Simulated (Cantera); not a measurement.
Cantera run:

```python
import numpy as np
import cantera as ct

gas_names = [...]  # 118 gases of nasa_gas.yaml made of C, Cl, F, H
cond_names = """
    C(gr) C6H6(L) C7H8(L) C8H18(L),n-octa
""".split()


# ... load() reads the species with a 1 bar reference pressure and builds the phases ...
atoms = {
    'CH3F': {'C': 1, 'H': 3, 'F': 1},
    'F2': {'F': 2},
    'HCl': {'H': 1, 'CL': 1},
}
top_T = {'C(gr)': 4500}  # K; cautious upper limits of use, not melting points


# ... equilibrate(T, P, feed) seeds the gas with the atoms and calls Mixture.equilibrate('TP', solver="vcs", rtol=1e-11, max_steps=5000) ...
results = []
feed = {'CH3F': 1, 'F2': 0.059, 'HCl': 2}  # mol
T = 1723.15  # K
for P in [1, 3.6, 13, 46, 170, 600, 2200, 7700, 28000, 100000]:
    mix = equilibrate(T, P, feed)
    results.append((T, P, feed, dict(zip(mix.species_names, mix.species_moles))))
    x = sorted(zip(gas.X, gas.species_names), reverse=True)
    print(f"T = {T:g} K  P = {P:g} Pa  gas = {mix.phase_moles(0):.4g} mol")
    print("   x: " + "  ".join(f"{s} {v:.3e}" for v, s in x if v > 0.0001))
    print("   condensed (mol): " + ("  ".join(f"{mix.phase(i).name} {mix.phase_moles(i):.4g}"
          for i in range(1, mix.n_phases) if mix.phase_moles(i) > 1e-12) or "none"))
```

Output:

```
T = 1723.15 K  P = 1 Pa  gas = 4.202 mol
   x: HCL 4.353e-01  HF 2.660e-01  H2 2.303e-01  CL 4.057e-02  H 2.771e-02
   condensed (mol): C(gr) 0.9998
T = 1723.15 K  P = 3.6 Pa  gas = 4.136 mol
   x: HCL 4.610e-01  HF 2.703e-01  H2 2.315e-01  CL 2.259e-02  H 1.464e-02
   condensed (mol): C(gr) 0.9998
T = 1723.15 K  P = 13 Pa  gas = 4.1 mol
   x: HCL 4.756e-01  HF 2.727e-01  H2 2.318e-01  CL 1.225e-02  H 7.710e-03
   condensed (mol): C(gr) 0.9998
T = 1723.15 K  P = 46 Pa  gas = 4.081 mol
   x: HCL 4.835e-01  HF 2.740e-01  H2 2.318e-01  CL 6.622e-03  H 4.099e-03
   condensed (mol): C(gr) 0.9998
T = 1723.15 K  P = 170 Pa  gas = 4.07 mol
   x: HCL 4.879e-01  HF 2.747e-01  H2 2.318e-01  CL 3.476e-03  H 2.132e-03
   condensed (mol): C(gr) 0.9998
T = 1723.15 K  P = 600 Pa  gas = 4.065 mol
   x: HCL 4.901e-01  HF 2.750e-01  H2 2.318e-01  CL 1.859e-03  H 1.135e-03
   condensed (mol): C(gr) 0.9998
T = 1723.15 K  P = 2200 Pa  gas = 4.062 mol
   x: HCL 4.914e-01  HF 2.752e-01  H2 2.318e-01  CL 9.732e-04  H 5.928e-04
   condensed (mol): C(gr) 0.9998
T = 1723.15 K  P = 7700 Pa  gas = 4.061 mol
   x: HCL 4.920e-01  HF 2.753e-01  H2 2.318e-01  CL 5.209e-04  H 3.168e-04
   condensed (mol): C(gr) 0.9998
T = 1723.15 K  P = 28000 Pa  gas = 4.06 mol
   x: HCL 4.924e-01  HF 2.754e-01  H2 2.318e-01  CL 2.734e-04  H 1.661e-04
   condensed (mol): C(gr) 0.9998
T = 1723.15 K  P = 100000 Pa  gas = 4.059 mol
   x: HCL 4.926e-01  HF 2.754e-01  H2 2.317e-01  CL 1.447e-04
   condensed (mol): C(gr) 0.9996
```

Cantera equilibrium calculation (NASA polynomials, part measured and part estimated; ideal gas, pure solids and liquids).
